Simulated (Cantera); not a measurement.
Si + HF + H2 (silicon etching in halogen gases)

Charge: 1 mol Si, a varied amount of HF, 13 mol H2, equilibrated at 1450 K and 0.133 bar.

These are equilibrium values from Cantera (NASA tables, ideal gas, pure condensed phases), not measurements of a reactor. Candidate condensed phases: Si; 25 gas species. The tables' values for SiF3, SiF2 are old estimates; treat these amounts as uncertain. The numbers say what is thermodynamically allowed, not how fast it happens.

| n(HF) (mol) | x H2 | x HF | x SiF4 | x SiF3 | x SiHF3 | x SiF2 | x SiH2F2 | x H | n Si(s) |
|---|---|---|---|---|---|---|---|---|---|
| 1.5 | 0.969 | 0.00157 | 0.0187 | 0.00521 | 0.00391 | 0.000905 | 0.000377 | 2.55e-5 | 0.589 |
| 2 | 0.961 | 0.00168 | 0.0248 | 0.00645 | 0.00482 | 0.00104 | 0.000431 | 2.54e-5 | 0.454 |
| 2.6 | 0.951 | 0.00178 | 0.0320 | 0.00779 | 0.00579 | 0.00118 | 0.000484 | 2.53e-5 | 0.293 |
| 3.4 | 0.939 | 0.00188 | 0.0409 | 0.00938 | 0.00693 | 0.00134 | 0.000540 | 2.51e-5 | 0.0790 |
| 4.5 | 0.908 | 0.0317 | 0.0592 | 0.000791 | 0.000574 | 6.58e-6 | 2.56e-6 | 2.47e-5 | 0 |
| 5.8 | 0.842 | 0.101 | 0.0558 | 0.000224 | 0.000157 | 5.60e-7 | 2.03e-7 | 2.38e-5 | 0 |
| 7.6 | 0.765 | 0.184 | 0.0508 | 0.000107 | 7.16e-5 | 1.41e-7 | 4.64e-8 | 2.27e-5 | 0 |
| 9.9 | 0.685 | 0.269 | 0.0456 | 6.21e-5 | 3.92e-5 | 5.28e-8 | 1.55e-8 | 2.14e-5 | 0 |
| 13 | 0.600 | 0.360 | 0.0399 | 3.82e-5 | 2.25e-5 | 2.27e-8 | 5.85e-9 | 2.01e-5 | 0 |
x: gas mole fraction; n: condensed amount in mol.

From 1.5 mol HF to 3.4 mol HF the condensed part is Si(s). From 4.5 mol HF to 13 mol HF nothing is condensed. The main Si-bearing gas is SiF4 throughout.
